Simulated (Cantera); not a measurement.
An isothermal, constant-pressure homogeneous reactor starts with CH4 : H2 = 0.04 : 1 (molar parts), at 1575 K and 0.133 bar. Integrator tolerance rtol = 1e-08.

Model: GRI-Mech 3.0 (53 species, 325 reactions), integrated in Cantera. GRI-Mech 3.0 stops at C3 and has no aromatics, soot or wall deposition, so with more carbon than oxygen in the feed, carbon stays in small species such as C2H2 where larger ones or solid carbon would form.

| quantity | before | after |
|---|---|---|
| x(CH4) at 5.00 s | 0.0157 (gas-phase equilibrium 0.00624) | 0.00419 (gas-phase equilibrium 0.00201) |
| x(H2) at 5.00 s | 0.973 (gas-phase equilibrium 0.978) | 0.995 (gas-phase equilibrium 0.996) |
| x(C2H) at 5.00 s | 3.51e-9 (gas-phase equilibrium 5.16e-9) | 1.41e-10 (gas-phase equilibrium 5.02e-10) |
| x(C2H2) at 5.00 s | 0.0108 (gas-phase equilibrium 0.0152) | 0.000425 (gas-phase equilibrium 0.00149) |
| x(C2H6) at 5.00 s | 6.00e-7 (gas-phase equilibrium 1.79e-7) | 4.18e-8 (gas-phase equilibrium 1.82e-8) |
| x(CH3) at 5.00 s | 3.54e-5 (gas-phase equilibrium 1.47e-5) | 9.65e-6 (gas-phase equilibrium 4.68e-6) |

### Question
What was changed between the two runs?
A. pressure from 0.133 bar to 0.0280 bar
B. pressure from 0.133 bar to 0.0290 bar
C. CH4 0.04 to 0.0051 parts
D. temperature 1575 to 2075 K

### Answer
C, CH4 0.04 to 0.0051 parts
